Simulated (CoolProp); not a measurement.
Vapour-liquid equilibrium of R125 (1) + R227EA (2) at 34.2 kPa; x and y are mole fractions of (1).

Model: multi-fluid Helmholtz-energy mixture model, Lemmon 2005 and Lemmon 2016; pair parameters Bell 2016, in CoolProp.

Task: Give the bubble temperature and the first vapour's composition at x = 0.05, 0.55, 0.85. Is there an azeotrope?

Result: x = 0.05: -41.9 °C, y = 0.192; x = 0.55: -60.1 °C, y = 0.872; x = 0.85: -65.7 °C, y = 0.970. No azeotrope shows between x = 0.05 and 0.95.

Pair parameters are fitted to limited data, so mixtures are less certain than the pure fluids.
